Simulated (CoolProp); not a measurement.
Properties of R141b along the isobar 6.81 MPa (Tc = 477.5 K, pc = 4.212 MPa, ω = 0.220).

The numbers come from the reference Helmholtz-energy equation of state, Lemmon 2006 in CoolProp. It is a short technical equation, of lower accuracy than the large ones.

```tsv
T (K)	phase	Z	speed of sound (m/s)	expansivity (1/kK)	conductivity (mW/(m K))	Prandtl number	fugacity coefficient
431.3	liquid	0.2329	420.2	3.093	63.9	2.78	0.2774
435.5	liquid	0.2338	406.2	3.236	63.2	2.73	0.2927
439.7	liquid	0.2348	392.0	3.395	62.5	2.69	0.3083
443.9	liquid	0.2360	377.7	3.574	61.8	2.64	0.3243
448.1	liquid	0.2374	363.3	3.776	61.2	2.60	0.3405
452.3	liquid	0.2391	348.7	4.006	60.5	2.56	0.3569
456.5	liquid	0.2410	333.9	4.270	59.9	2.51	0.3736
460.6	liquid	0.2432	319.2	4.569	59.3	2.47	0.3900
464.8	liquid	0.2459	303.9	4.928	58.7	2.43	0.4070
469	liquid	0.2490	288.3	5.356	58.2	2.40	0.4242
473.2	liquid	0.2527	272.4	5.873	57.6	2.36	0.4413
477.4	liquid	0.2570	256.2	6.508	57.1	2.33	0.4585
481.6	supercritical	0.2623	239.6	7.303	56.6	2.29	0.4757
485.8	supercritical	0.2687	222.8	8.315	56.1	2.27	0.4927
490	supercritical	0.2765	205.8	9.620	55.7	2.24	0.5096
494.2	supercritical	0.2865	189.0	11.31	55.4	2.22	0.5262
```

Viscosity comes from a separate model (Huber 2003), an estimate that may be off by 10 % or more. Thermal conductivity comes from a separate model (Huber 2003), an estimate that may be off by 10 % or more.
